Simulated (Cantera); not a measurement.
A closed system holds: 1 mol Si₃N₄, 8.2 mol HCl, 6.1 mol H₂, 1 mol Cl₂, held at 1177 °C and 10.0 Torr.

These are equilibrium values from Cantera (NASA tables, ideal gas, pure condensed phases), not measurements of a reactor. Candidate condensed phases: NH₄Cl, Si, Si₃N₄; 28 gas species. The tables' values for SiCl₃ are old estimates; treat these amounts as uncertain. Kinetics and transport are ignored.

Base state: H₂ 0.444, HCl 0.383, SiCl₂ 0.0716, N₂ 0.0690, SiCl₃ 0.0165, SiCl₄ 0.0140, SiHCl₃ 0.00139, H 5.46e-5 (mole fractions); condensed: Si₃N₄(s).

### Question
What changes in the equilibrium state with this change: Si₃N₄ replaced by BN?

### Answer
```csv
species,before,after
HCl,0.383,0.652
H₂,0.444,0.341
BCl₃,0,0.00495
SiCl₂,0.0716,0
SiCl₃,0.0165,0
SiCl₄,0.0140,0
N₂,0.0690,0.00250
SiHCl₃,0.00139,0
BCl₂,0,3.28e-5
SiH₂Cl₂,2.15e-5,0
"Si₃N₄(s), mol",0.447,0
"BN(s), mol",0,0.924
```
The tables' values for BCl₂ are old estimates; treat these amounts as uncertain. Gases not in the tables: BHCl₂. Further candidate phases: B, BN.

### Question
What changes in the equilibrium state with this change: H₂ from 6.1 to 36 mol?

### Answer
```csv
species,before,after
H₂,0.444,0.788
HCl,0.383,0.172
SiCl₂,0.0716,0.0215
N₂,0.0690,0.0159
SiCl₄,0.0140,0.000475
SiCl₃,0.0165,0.00167
SiHCl₃,0.00139,0.000188
Cl,3.84e-5,1.29e-5
SiH₂Cl₂,2.15e-5,1.15e-5
H,5.46e-5,7.27e-5
"Si₃N₄(s), mol",0.447,0.635
```
